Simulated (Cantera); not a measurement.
A closed system holds: 1 mol BCl₃, 2.9 mol O₂, 4.2 mol H₂, 5.5 mol H₂O, held at 133 Pa.

Equilibrium computed with Cantera from the NASA thermochemical tables; the gas is ideal and each condensed phase is pure. Candidate condensed phases: B, B₂O₃, B₃O₃H₃, H₂O; 33 gas species. The tables' values for BOCl are old estimates; treat these amounts as uncertain. Gases not in the tables: H₃BO₃. Equilibrium is a limit: real reactors are often held back by kinetics, nucleation or transport.

x: gas mole fraction; nothing condenses.

| T (K) | x H₂O | x HCl | x HBO₂ | x O₂ | x Cl | x H₂ | x OH |
|---|---|---|---|---|---|---|---|
| 1523 | 0.619 | 0.230 | 0.0788 | 0.0614 | 0.00885 | 0.000175 | 0.000912 |
| 1573 | 0.619 | 0.228 | 0.0786 | 0.0607 | 0.0111 | 0.000330 | 0.00137 |
| 1623 | 0.619 | 0.225 | 0.0783 | 0.0600 | ___ | ___ | ___ |
| 1673 | 0.619 | 0.222 | 0.0779 | 0.0591 | 0.0167 | 0.00105 | 0.00286 |
| 1723 | 0.619 | 0.218 | 0.0775 | 0.0581 | 0.0200 | 0.00179 | 0.00400 |
| 1773 | 0.617 | 0.214 | 0.0770 | 0.0572 | 0.0236 | 0.00295 | 0.00549 |
| 1823 | 0.615 | 0.209 | 0.0763 | 0.0563 | 0.0276 | 0.00472 | 0.00738 |
| 1873 | 0.610 | 0.204 | 0.0755 | 0.0555 | 0.0319 | 0.00735 | 0.00977 |
| 1923 | 0.604 | 0.198 | 0.0746 | 0.0549 | 0.0365 | 0.0111 | 0.0127 |
| 1973 | 0.595 | 0.192 | 0.0733 | 0.0547 | ___ | ___ | ___ |
| 2023 | 0.581 | 0.184 | 0.0718 | 0.0551 | 0.0467 | 0.0232 | 0.0207 |

### Question
What belongs in the gaps?

### Answer

- 1623, x Cl: 0.0137
- 1623, x H₂: 0.000600
- 1623, x OH: 0.00200
- 1973, x Cl: 0.0414
- 1973, x H₂: 0.0163
- 1973, x OH: 0.0163
